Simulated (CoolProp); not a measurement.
Aqueous ammonia as a coolant, at -11 °C, 1 atm.

Computed with CoolProp (Melinder's fits for secondary coolants).

| mass % | freezing point (°C) | conductivity (W/(m K)) | density (kg/m³) | cp (kJ/(kg K)) | viscosity (mPa s) |
|---|---|---|---|---|---|
| 10.8 | -15.0 | 0.472 | 961.4 | 4.238 | 3.02 |
| 13.1 | -19.3 | 0.460 | 954.6 | 4.241 | 3.08 |
| 15.4 | -24.2 | 0.448 | 948.0 | 4.243 | 3.16 |
| 17.6 | -29.6 | 0.437 | 942.0 | 4.245 | 3.23 |
| 19.9 | -36.2 | 0.426 | 935.8 | 4.248 | 3.29 |
| 22.2 | -43.9 | 0.417 | 929.9 | 4.250 | 3.29 |
| 24.5 | -53.2 | 0.409 | 924.0 | 4.253 | 3.27 |
